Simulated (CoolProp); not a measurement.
Vapour-liquid equilibrium of ethylbenzene (1) + m-xylene (2) at 411.4 K; x and y are mole fractions of (1).

Values from CoolProp's multi-fluid Helmholtz-energy mixture model, Zhou 2012 and Zhou 2012; pair parameters Bell 2016.

**Question.** Give the bubble pressure and the first vapour's composition at x = 0.15, 0.75, 0.85. Is there an azeotrope?

**Answer.** x = 0.15: 100.6 kPa, y = 0.161; x = 0.75: 105.5 kPa, y = 0.762; x = 0.85: 106.2 kPa, y = 0.858. No azeotrope shows between x = 0.05 and 0.95.

Pair parameters are fitted to limited data, so mixtures are less certain than the pure fluids.
